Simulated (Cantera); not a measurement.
**Thermodynamics of hydrogen reduction and annealing atmospheres, feed Cu₂O + H₂ + N₂**

A closed system holds: 1 mol Cu₂O, a varied amount of H₂, 0.42 mol N₂, at 1275 °C and 0.100 bar.

Equilibrium computed with Cantera from the NASA thermochemical tables; the gas is ideal and each condensed phase is pure. Candidate condensed phases: Cu, CuO, Cu(OH)₂, Cu₂O, H₂O; 27 gas species. Each liquid is taken as pure. Mutual solubility and eutectic melting of coexisting phases are not modelled. The numbers say what is thermodynamically allowed, not how fast it happens.

| n(H₂) (mol) | x H₂ | x H₂O | x N₂ | x O₂ | n Cu(l) | n Cu₂O(l) |
|---|---|---|---|---|---|---|
| 0.37 | 0.000114 | 0.467 | 0.530 | 0.00209 | 0.747 | 0.627 |
| 0.55 | 0.000138 | 0.565 | 0.432 | 0.00209 | 1.11 | 0.446 |
| 0.8 | 0.000160 | 0.654 | 0.343 | 0.00209 | 1.61 | 0.195 |
| 1.2 | 0.123 | 0.617 | 0.259 | 3.12e-9 | 2.00 | 0 |
| 1.7 | 0.330 | 0.472 | 0.198 | 2.55e-10 | 2.00 | 0 |
| 2.5 | 0.514 | 0.342 | 0.144 | 5.54e-11 | 2.00 | 0 |
| 3.7 | 0.655 | 0.243 | 0.102 | 1.71e-11 | 2.00 | 0 |
| 5.3 | 0.752 | 0.175 | 0.0734 | 6.74e-12 | 2.00 | 0 |
| 7.8 | 0.827 | 0.122 | 0.0511 | 2.70e-12 | 2.00 | 0 |
| 11 | 0.875 | 0.0875 | 0.0368 | 1.25e-12 | 2.00 | 0 |
| 17 | 0.918 | 0.0574 | 0.0241 | <1e-12 | 2.00 | 0 |
| 24 | 0.942 | 0.0409 | 0.0172 | <1e-12 | 2.00 | 0 |
| 36 | 0.961 | 0.0275 | 0.0115 | <1e-12 | 1.99 | 0 |
x: gas mole fraction; n: condensed amount in mol.

From 0.37 mol H₂ to 0.8 mol H₂ the condensed part is Cu(l) + Cu₂O(l). From 1.2 mol H₂ to 36 mol H₂ the condensed part is Cu(l). The main Cu-bearing gas is Cu throughout.
